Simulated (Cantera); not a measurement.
Input: 1 mol CH₃SiCl₃, 0.0046 mol C₃H₈, 4.1 mol H₂, at 1.33 mbar.

Equilibrium computed with Cantera from the NASA thermochemical tables; the gas is ideal and each condensed phase is pure. Candidate condensed phases: C, C₆H₆, C₇H₈, C₈H₁₈, Si, SiC; 109 gas species. The feed counts by its element totals alone. Gases not in the tables: Si₂H₆ and higher silanes. The numbers say what is thermodynamically allowed, not how fast it happens.

**Question.** Which condensed phases are stable at each of these points (T (K)): 1748, 1798, 1848, 1898, 1948, 1998, 2048, 2098, 2148, 2198, 2248, 2298?

**Answer.** 
| T (K) | condensed phases | Si condensed (%) |
|---|---|---|
| 1748 | C(graphite) + SiC(s) | 88.5 |
| 1798 | C(graphite) + SiC(s) | 86.9 |
| 1848 | C(graphite) + SiC(s) | 85.2 |
| 1898 | C(graphite) + SiC(s) | 83.3 |
| 1948 | C(graphite) + SiC(s) | 81.2 |
| 1998 | C(graphite) + SiC(s) | 78.6 |
| 2048 | C(graphite) + SiC(s) | 75.2 |
| 2098 | C(graphite) + SiC(s) | 69.8 |
| 2148 | C(graphite) + SiC(s) | 60.7 |
| 2198 | C(graphite) + SiC(s) | 44.1 |
| 2248 | C(graphite) + SiC(s) | 12.2 |
| 2298 | C(graphite) | 0.0 |

From 1748 K to 2248 K the condensed part is C(graphite) + SiC(s). At 2298 K the condensed part is C(graphite).
